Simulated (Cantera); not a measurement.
Feed: 1 mol CaCl2, 0.15 mol HCl, 110 mol H2, equilibrated at 0.133 bar.

These are equilibrium values from Cantera (NASA tables, ideal gas, pure condensed phases), not measurements of a reactor. Candidate condensed phases: Ca, CaCl2; 9 gas species. Rates play no part.

Problem. Which condensed phases are stable at each of these points (T (K)): 798, 898, 998, 1098, 1198, 1298, 1398, 1498, 1598?

Solution. 
| T (K) | condensed phases | Ca condensed (%) |
|---|---|---|
| 798 | CaCl2(s) | 100.0 |
| 898 | CaCl2(s) | 100.0 |
| 998 | CaCl2(s) | 100.0 |
| 1098 | CaCl2(l) | 100.0 |
| 1198 | CaCl2(l) | 99.4 |
| 1298 | CaCl2(l) | 95.4 |
| 1398 | CaCl2(l) | 72.4 |
| 1498 | gas only | 0.0 |
| 1598 | gas only | 0.0 |

From 798 K to 998 K the condensed part is CaCl2(s). From 1098 K to 1398 K the condensed part is CaCl2(l). From 1498 K to 1598 K nothing is condensed.
